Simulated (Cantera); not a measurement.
Source: NASA polynomial tables (part measured, part estimated), evaluated in Cantera. Values are per mole of reaction as written; species without (g) are pure solids or liquids, kept so even where they would boil at 1 bar.

Task: Between 498 and 2498 K, where is each reaction favourable under standard conditions?
- H₂(g) + 2 AlCl(g) = 2 HCl(g) + 2 Al

Result: 
- H₂(g) + 2 AlCl(g) = 2 HCl(g) + 2 Al: ΔG° is -4 kJ at 498 K and 225 kJ at 2498 K; it changes sign between 498 and 698 K. ΔH° is -15 kJ and ΔS° -96 J/K at 2498 K.
